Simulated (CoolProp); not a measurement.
Vapour-liquid equilibrium of ethane (1) + C3F8 (R218) (2) at 3.42 bar; x and y are mole fractions of (1).

The numbers come from the multi-fluid Helmholtz-energy mixture model, Bücker 2006 and Lemmon 2006; pair parameters Bell 2016 in CoolProp.

| x | bubble temperature (K) | y at the bubble point | dew temperature at overall composition x (K) | liquid density (mol/L) |
|---|---|---|---|---|
| 0.05 | 255.8 | 0.343 | (withheld) | 8.325 |
| 0.125 | 241.2 | 0.651 | 263.5 | 8.958 |
| 0.2 | 231.0 | (withheld) | 261.0 | 9.525 |
| 0.275 | 224.6 | 0.855 | 258.4 | 10.04 |
| 0.35 | 220.7 | 0.888 | 255.6 | 10.54 |
| 0.425 | 218.4 | 0.905 | 252.6 | 11.04 |
| 0.5 | 216.9 | 0.916 | 249.2 | (withheld) |
| 0.575 | (withheld) | 0.924 | 245.5 | 12.12 |
| 0.65 | 215.0 | 0.931 | 241.3 | 12.74 |
| 0.725 | 214.3 | 0.938 | 236.3 | 13.44 |
| 0.8 | 213.4 | 0.948 | 230.2 | 14.23 |
| 0.875 | 212.4 | 0.961 | 222.3 | 15.13 |
| 0.95 | 211.4 | 0.981 | 213.2 | 16.17 |

Task: Fill in the missing entries.

Result: 
- 0.05, dew temperature at overall composition x (K): 265.9
- 0.2, y at the bubble point: 0.791
- 0.5, liquid density (mol/L): 11.56
- 0.575, bubble temperature (K): 215.9

No azeotrope shows between x = 0.05 and 0.95.

The pair parameters rest on a limited set of measurements; away from them the model extrapolates. With so large a gap from Raoult's law the liquid may split in two, which this calculation doesn't test in full.
